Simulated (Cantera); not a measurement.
Input (Python, Cantera) and output of one run.

```python
import numpy as np
import cantera as ct

gas_names = """
    CL CL2 H HCL H2 Si SiCL SiCL2 SiCL3 SiCL4 SiH SiHCL3 SiH2 SiH2CL2 SiH3 SiH3CL SiH4 Si2 Si3
""".split()
cond_names = """
    Si(cr) Si(L)
""".split()


# ... load() reads the species with a 1 bar reference pressure and builds the phases ...
atoms = {
    'Si': {'Si': 1},
    'Cl2': {'CL': 2},
    'H2': {'H': 2},
}
top_T = {}  # K; cautious upper limits of use, not melting points


# ... equilibrate(T, P, feed) seeds the gas with the atoms and calls Mixture.equilibrate('TP', solver="vcs", rtol=1e-11, max_steps=5000) ...
results = []
T = 1175  # K
P = 680000  # Pa
for m in [0.8, 1.1, 1.5, 2, 2.7, 3.6, 4.8, 6.5, 8.8]:
    feed = {'Si': 1, 'Cl2': 2.8, 'H2': m}  # mol
    mix = equilibrate(T, P, feed)
    results.append((T, P, feed, dict(zip(mix.species_names, mix.species_moles))))
    x = sorted(zip(gas.X, gas.species_names), reverse=True)
    print(f"T = {T:g} K  P = {P:g} Pa  n(H2) = {m:g} mol  gas = {mix.phase_moles(0):.4g} mol")
    print("   x: " + "  ".join(f"{s} {v:.3e}" for v, s in x if v > 0.0001))
    print("   condensed (mol): " + ("  ".join(f"{mix.phase(i).name} {mix.phase_moles(i):.4g}"
          for i in range(1, mix.n_phases) if mix.phase_moles(i) > 1e-12) or "none"))
```

Output:

```
T = 1175 K  P = 680000 Pa  n(H2) = 0.8 mol  gas = 2.6 mol
   x: HCL 6.153e-01  SiCL4 3.846e-01
   condensed (mol): none
T = 1175 K  P = 680000 Pa  n(H2) = 1.1 mol  gas = 2.9 mol
   x: HCL 5.534e-01  SiCL4 3.431e-01  H2 1.018e-01  SiHCL3 1.489e-03  SiCL3 2.101e-04
   condensed (mol): none
T = 1175 K  P = 680000 Pa  n(H2) = 1.5 mol  gas = 3.301 mol
   x: HCL 4.881e-01  SiCL4 2.997e-01  H2 2.089e-01  SiHCL3 3.024e-03  SiCL3 2.980e-04
   condensed (mol): none
T = 1175 K  P = 680000 Pa  n(H2) = 2 mol  gas = 3.801 mol
   x: HCL 4.258e-01  H2 3.111e-01  SiCL4 2.583e-01  SiHCL3 4.449e-03  SiCL3 3.593e-04
   condensed (mol): none
T = 1175 K  P = 680000 Pa  n(H2) = 2.7 mol  gas = 4.501 mol
   x: H2 4.160e-01  HCL 3.618e-01  SiCL4 2.159e-01  SiHCL3 5.853e-03  SiCL3 4.087e-04
   condensed (mol): none
T = 1175 K  P = 680000 Pa  n(H2) = 3.6 mol  gas = 5.401 mol
   x: H2 5.110e-01  HCL 3.038e-01  SiCL4 1.776e-01  SiHCL3 7.045e-03  SiCL3 4.438e-04
   condensed (mol): none
T = 1175 K  P = 680000 Pa  n(H2) = 4.8 mol  gas = 6.602 mol
   x: H2 5.975e-01  HCL 2.510e-01  SiCL4 1.429e-01  SiHCL3 8.022e-03  SiCL3 4.674e-04
   condensed (mol): none
T = 1175 K  P = 680000 Pa  n(H2) = 6.5 mol  gas = 8.302 mol
   x: H2 6.774e-01  HCL 2.022e-01  SiCL4 1.111e-01  SiHCL3 8.775e-03  SiCL3 4.802e-04
   condensed (mol): none
T = 1175 K  P = 680000 Pa  n(H2) = 8.8 mol  gas = 10.6 mol
   x: H2 7.448e-01  HCL 1.609e-01  SiCL4 8.446e-02  SiHCL3 9.218e-03  SiCL3 4.810e-04  SiH2CL2 1.290e-04
   condensed (mol): none
```

Cantera equilibrium calculation (NASA polynomials, part measured and part estimated; ideal gas, pure solids and liquids). The tables' values for SiCl3 are old estimates; treat these amounts as uncertain.
